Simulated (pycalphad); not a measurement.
CALPHAD calculation (pycalphad, COST 507 light-alloy database (1999)), 1 atm. The database dates from 1999; later assessments differ in places, in temperatures and in the compounds included. Diffusion is slow at the low end, where real alloys seldom reach equilibrium.

Molar enthalpy of Zr-3.226Si (wt.%) in equilibrium (SER reference):

```csv
T (°C),H (kJ/mol),phases
2527,93.64,liquid
2327,85.50,liquid
2127,77.36,liquid
1927,69.23,liquid
1727,61.14,liquid
1627,57.19,liquid
1527,24.63,bcc + SIZR3
1427,21.26,bcc + SIZR3
1327,17.96,bcc + SIZR3
1127,11.58,bcc + SIZR3
927,5.45,bcc + SIZR3
727,-3.44,hcp + SIZR3
527,-9.73,hcp + SIZR3
327,-15.65,hcp + SIZR3
```

Cooling from 1627 °C to 1527 °C, across the freezing range, releases 32.6 kJ/mol, or 383 J/g. The slope is 40 J/(mol K) in the liquid and 34 J/(mol K) just below the solidus, where it includes any heat of precipitation. Liquidus 1597 °C, solidus 1541 °C. Changes were sought between steps of 100 K, so a narrower field can be missed.

Database names, with the compositions (at.%) that they take in these runs: SIZR3: Zr 75 Si 25.
